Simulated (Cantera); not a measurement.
What does this Cantera script print?

```python
import numpy as np
import cantera as ct

gas = ct.Solution("gri30.yaml")
gas.TPX = 1275, 101325, {'CO': 1, 'H2': 0.29, 'CH4': 0.25, 'O2': 2.04, 'N2': 14.5}
reactor = ct.IdealGasReactor(gas, energy="on", clone=False)
net = ct.ReactorNet([reactor])
net.rtol, net.atol = 1e-08, 1e-16
show = ['CO', 'H2', 'CH4', 'NO', 'H2O', 'CH2O', 'HCO']
times = np.geomspace(3e-06, 5, 11)

steps = ct.SolutionArray(gas, extra=["t"])
rows = []
print(f"{'t/s':>10s}{'T/K':>9s}{'P/Pa':>11s}" + "".join(f"{s:>11s}" for s in show))
for t in times:
    while net.time < t:
        t_next = net.step()
        steps.append(gas.state, t=t_next)
    rows.append([np.interp(t, steps.t, y) for y in (steps.T, steps.P, *steps(*show).X.T)])
    print(f"{t:10.3e}{rows[-1][0]:9.1f}{rows[-1][1]:11.4g}" + "".join(f"{x:11.3e}" for x in rows[-1][2:]))
rate = np.gradient(steps.T, steps.t)
print("integrator steps:", len(steps.t))
if steps.T.max() > steps.T[0] + 200:
    print(f"time of steepest temperature rise: {steps.t[rate.argmax()]:.4e} s")
gas.TPX = 1275, 101325, {'CO': 1, 'H2': 0.29, 'CH4': 0.25, 'O2': 2.04, 'N2': 14.5}
gas.equilibrate("UV")
print(f"equilibrium (UV): T = {gas.T:.1f} K  " + "  ".join(f"{s} {gas[s].X[0]:.3e}" for s in show))
```

Result:

```
       t/s      T/K       P/Pa         CO         H2        CH4         NO        H2O       CH2O        HCO
 3.000e-06   1275.0  1.013e+05  5.531e-02  1.604e-02  1.383e-02  5.357e-19  8.232e-10  2.681e-12  5.327e-14
 1.257e-05   1275.0  1.013e+05  5.531e-02  1.604e-02  1.383e-02  9.520e-18  2.228e-08  1.367e-10  2.893e-13
 5.266e-05   1275.0  1.013e+05  5.531e-02  1.604e-02  1.383e-02  2.783e-16  6.775e-07  1.140e-08  2.881e-12
 2.206e-04   1286.0  1.022e+05  5.530e-02  1.566e-02  1.277e-02  1.273e-10  1.326e-03  2.022e-04  4.732e-07
 9.244e-04   2241.5  1.727e+05  5.546e-03  6.182e-04  9.904e-20  1.264e-04  4.224e-02  1.915e-12  6.426e-10
 3.873e-03   2287.7  1.758e+05  2.491e-03  2.819e-04  2.433e-20  4.137e-04  4.344e-02  4.950e-13  1.014e-10
 1.623e-02   2285.3  1.756e+05  2.464e-03  2.793e-04  2.367e-20  1.418e-03  4.346e-02  4.849e-13  9.892e-11
 6.799e-02   2278.2   1.75e+05  2.394e-03  2.726e-04  2.191e-20  4.315e-03  4.352e-02  4.585e-13  9.247e-11
 2.848e-01   2271.3  1.745e+05  2.329e-03  2.664e-04  2.029e-20  7.085e-03  4.357e-02  4.346e-13  8.666e-11
 1.193e+00   2270.9  1.744e+05  2.326e-03  2.660e-04  2.020e-20  7.244e-03  4.358e-02  4.332e-13  8.634e-11
 5.000e+00   2270.9  1.744e+05  2.326e-03  2.660e-04  2.020e-20  7.244e-03  4.358e-02  4.332e-13  8.634e-11
integrator steps: 1580
time of steepest temperature rise: 3.0622e-04 s
equilibrium (UV): T = 2270.9 K  CO 2.326e-03  H2 2.660e-04  CH4 3.114e-20  NO 7.244e-03  H2O 4.358e-02  CH2O 4.332e-13  HCO 8.634e-11
```

Cantera simulation using GRI-Mech 3.0 (53 species, 325 reactions); the numbers are that mechanism's predictions, not measurements.
